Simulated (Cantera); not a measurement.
Feed: 1 mol PbO, 0.47 mol H2O, 0.66 mol N2, equilibrated at 255 Torr.

Cantera equilibrium calculation (NASA polynomials, part measured and part estimated; ideal gas, pure solids and liquids). Candidate condensed phases: H2O, Pb, PbO, PbO2, Pb3O4; 27 gas species. Gases not in the tables: (PbO)n polymers. Equilibrium is a limit: real reactors are often held back by kinetics, nucleation or transport.

log p: log10 of the partial pressure in bar; n: condensed amount in mol.

```json
[
 {"T (K)": "1125", "log p N2": "-0.70", "log p H2O": "-0.85", "log p PbO": "-4.92", "log p Pb": "-5.71", "log p O2": "-5.97", "n PbO(yellow)": "1.000", "n PbO(l)": "0"},
 {"T (K)": "1150", "log p N2": "-0.70", "log p H2O": "-0.85", "log p PbO": "-4.64", "log p Pb": "-5.43", "log p O2": "-5.71", "n PbO(yellow)": "1.000", "n PbO(l)": "0"},
 {"T (K)": "1175", "log p N2": "-0.70", "log p H2O": "-0.85", "log p PbO": "(withheld)", "log p Pb": "(withheld)", "log p O2": "(withheld)", "n PbO(yellow)": "0", "n PbO(l)": "1.000"},
 {"T (K)": "1200", "log p N2": "-0.70", "log p H2O": "-0.85", "log p PbO": "-4.17", "log p Pb": "-4.95", "log p O2": "-5.25", "n PbO(yellow)": "0", "n PbO(l)": "1.000"},
 {"T (K)": "1225", "log p N2": "-0.70", "log p H2O": "-0.85", "log p PbO": "-3.95", "log p Pb": "-4.73", "log p O2": "-5.03", "n PbO(yellow)": "0", "n PbO(l)": "1.000"},
 {"T (K)": "1250", "log p N2": "-0.70", "log p H2O": "-0.85", "log p PbO": "-3.74", "log p Pb": "-4.51", "log p O2": "-4.82", "n PbO(yellow)": "0", "n PbO(l)": "0.999"},
 {"T (K)": "1275", "log p N2": "-0.70", "log p H2O": "-0.85", "log p PbO": "(withheld)", "log p Pb": "(withheld)", "log p O2": "(withheld)", "n PbO(yellow)": "0", "n PbO(l)": "0.999"},
 {"T (K)": "1300", "log p N2": "-0.70", "log p H2O": "-0.85", "log p PbO": "-3.35", "log p Pb": "-4.12", "log p O2": "-4.42", "n PbO(yellow)": "0", "n PbO(l)": "0.998"},
 {"T (K)": "1325", "log p N2": "-0.70", "log p H2O": "-0.85", "log p PbO": "-3.16", "log p Pb": "-3.93", "log p O2": "-4.24", "n PbO(yellow)": "0", "n PbO(l)": "0.997"},
 {"T (K)": "1350", "log p N2": "-0.70", "log p H2O": "-0.85", "log p PbO": "-2.98", "log p Pb": "-3.75", "log p O2": "-4.06", "n PbO(yellow)": "0", "n PbO(l)": "0.996"}
]
```

### Question
Complete the blanks.

### Answer

- 1175, log p PbO: -4.39
- 1175, log p Pb: -5.18
- 1175, log p O2: -5.47
- 1275, log p PbO: -3.54
- 1275, log p Pb: -4.31
- 1275, log p O2: -4.62
